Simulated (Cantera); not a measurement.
Input: 1 mol Fe2O3, 1.1 mol CH4, 6.4 mol H2, 3.1 mol C, equilibrated at 0.0100 bar.

Equilibrium computed with Cantera from the NASA thermochemical tables; the gas is ideal and each condensed phase is pure. Candidate condensed phases: C, C6H6, C7H8, C8H18, Fe, Fe(CO)5, FeO, Fe(OH)2, Fe(OH)3, Fe2O3, Fe3O4, H2O; 114 gas species. Iron dissolves carbon and melts from about 1420 K in contact with it, which pure phases cannot show. Condensed phases not in the tables: cementite and carbon dissolved in iron. Rates play no part. All values below are at 1750 °C.

Base state: H2 0.692, CO 0.244, Fe 0.0471, H 0.0158, C2H2 (acetylene) 0.000618 (mole fractions); condensed: C(graphite) + Fe(l).

Task: What changes in the equilibrium state with this change: C from 3.1 to 0.65 mol?

Result: 
| species | before | after |
|---|---|---|
| H2 | 0.692 | 0.669 |
| CO | 0.244 | 0.154 |
| H2O | 1.81e-7 | 0.108 |
| H | 0.0158 | 0.0155 |
| Fe | 0.0471 | 0.0471 |
| C2H2 (acetylene) | 0.000618 | <1e-9 |
| CO2 | 1.37e-8 | 0.00536 |
| OH | <1e-9 | 0.000262 |
| C(graphite), mol | 1.18 | 0 |
| Fe(l), mol | 1.42 | 1.48 |

Task: What changes in the equilibrium state with this change: pressure from 0.0100 bar to 0.00460 bar?

Result: 
| species | before | after |
|---|---|---|
| H2 | 0.692 | 0.645 |
| CO | 0.244 | 0.229 |
| Fe | 0.0471 | 0.102 |
| H | 0.0158 | 0.0225 |
| C2H2 (acetylene) | 0.000618 | 0.000576 |
| C(graphite), mol | 1.18 | 1.18 |
| Fe(l), mol | 1.42 | 0.661 |
